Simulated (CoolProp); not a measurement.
Model: reference Helmholtz-energy equation of state, Span 1996, in CoolProp.

Q: Give the vapour pressure (bar), vapour density (kg/m³), enthalpy of vaporisation (kJ/kg), liquid viscosity (µPa s) of saturated carbon dioxide at -11.25 °C.

A: 
| T (°C) | p (bar) | vapour density (kg/m³) | enthalpy of vaporisation (kJ/kg) | liquid viscosity (µPa s) |
|---|---|---|---|---|
| -11.25 | 25.6 | 68.4 | 262 | 121 |

Viscosity comes from a separate model (Laesecke 2017).
